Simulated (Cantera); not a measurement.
A closed system holds: 1 mol Si, 0.01 mol O2, 150 mol H2, 0.074 mol CO2, equilibrated at 1 atm.

Equilibrium computed with Cantera from the NASA thermochemical tables; the gas is ideal and each condensed phase is pure. Candidate condensed phases: C, C6H6, C7H8, C8H18, H2O, Si, SiC, SiO2; 123 gas species. Mutual solubility and eutectic melting of coexisting phases are not modelled. The tables hold silica as quartz up to 1696 K and as liquid above; real silica turns to tridymite and cristobalite and melts near 1996 K. Gases not in the tables: Si2H6 and higher silanes. Equilibrium is a limit: real reactors are often held back by kinetics, nucleation or transport.

x: gas mole fraction; n: condensed amount in mol.

```tsv
T (K)	x H2	x SiO	x H	x CO	n Si(s)	n SiC(s)	n SiO2(β-quartz)	n Si(l)
1223	1.000	1.01e-6	2.99e-7	8.08e-9	0.846	0.0701	0.0839	0
1323	1.000	1.31e-5	1.58e-6	1.71e-7	0.844	0.0705	0.0830	0
1423	1.000	0.000116	6.60e-6	2.35e-6	0.837	0.0706	0.0750	0
1523	0.999	___	___	___	0.792	0.0678	___	0
1623	0.999	0.00107	___	___	0.773	0.0648	0	0
1723	0.999	0.00105	0.000181	6.62e-5	0	0.0615	0	0.778
1823	0.998	0.000997	0.000430	0.000120	0	0.0530	0	0.790
```

Q: What belongs in the gaps?

A: 
- 1523, x SiO: 0.000772
- 1523, x H: 2.30e-5
- 1523, x CO: 2.27e-5
- 1523, n SiO2(β-quartz): 0.0240
- 1623, x H: 6.86e-5
- 1623, x CO: 4.39e-5
